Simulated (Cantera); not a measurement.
An adiabatic, constant-volume homogeneous reactor starts with CH₄ : C₂H₆ : C₃H₈ : O₂ : N₂ = 1 : 0.19 : 0.73 : 13.2 : 49.5 (molar parts), equivalence ratio 0.48, at 1325 K and 248 Torr.

Detailed kinetics in Cantera: GRI-Mech 3.0 (53 species, 325 reactions). GRI-Mech 3.0 was tuned for natural gas; its chemistry of propane as a main component is partial and can be far from experiment.

One state of this run: T (K) = 2451; P (bar) = 0.624; x CH₄ = <1e-12; x C₂H₆ = <1e-12; x C₃H₈ = <1e-12; x HO₂ = 5.55e-6; x CO₂ = 0.0485; x NO = 0.00755; x OH = 0.0101. x: mole fraction; the columns are a selection and need not sum to one.

Problem. Which value of t (s) does it belong to?
A) 0.000200
B) 2.00e-5
C) 0.000431
D) 0.0200

Solution. D, 0.0200
